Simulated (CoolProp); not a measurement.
The fluid at 298.15 K and 18 MPa is throttled through a valve to 9.64 MPa with no heat exchange. The same conditions are run with several fluids, on thermodynamics alone (safety and materials aside).

Values from CoolProp's reference Helmholtz-energy equation of state of each fluid (propylene: Lemmon 2013; n-undecane: Aleksandrov 2011; ammonia: Gao 2020; CH2F2 (R32): Tillner-Roth 1997; R21: Platzer 1990). The equations of Platzer and Polt are older, rougher fits.

Problem. Rank propylene, n-undecane, ammonia, CH2F2 (R32), R21 by temperature change (K), highest first.

Solution. n-undecane (+3.6), R21 (+3.1), propylene (+1.8), ammonia (+0.9), CH2F2 (R32) (+0.3)

| fluid | final density (kg/m³) |
|---|---|
| propylene | 527 |
| n-undecane | 741 |
| ammonia | 609 |
| CH2F2 (R32) | 1000 |
| R21 | 1380 |
